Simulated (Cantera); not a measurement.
Charge: 1 mol C3H8, 0.39 mol CO2, 0.61 mol N2, held at 2350 °C and 293 Torr.

Method: chemical equilibrium by Gibbs-energy minimisation in Cantera with the NASA 1993 tables (ideal gas, pure condensed phases). Candidate condensed phases: C, C6H6, C7H8, C8H18, H2O; 136 gas species. The numbers say what is thermodynamically allowed, not how fast it happens.

Base state: H2 0.668, CO 0.141, N2 0.0963, H 0.0551, HCN 0.0241, C2H2 (acetylene) 0.0118, HNC 0.00323, CN 0.000136 (mole fractions); condensed: C(graphite).

**Question.** What changes in the equilibrium state with this change: temperature from 2350 °C to 527 °C?

**Answer.** 
| species | before | after |
|---|---|---|
| H2 | 0.668 | 0.538 |
| CH4 | 2.16e-5 | 0.151 |
| N2 | 0.0963 | 0.146 |
| H2O | 6.67e-7 | 0.118 |
| H | 0.0551 | <1e-9 |
| C2H2 (acetylene) | 0.0118 | <1e-9 |
| CO2 | 2.15e-8 | 0.0224 |
| HCN | 0.0241 | 2.63e-8 |
| CO | 0.141 | 0.0241 |
| HNC | 0.00323 | <1e-9 |
| CN | 0.000136 | <1e-9 |
| C2H | 8.99e-5 | <1e-9 |
| C4H2 | 8.70e-5 | <1e-9 |
| C(graphite), mol | 2.32 | 2.56 |
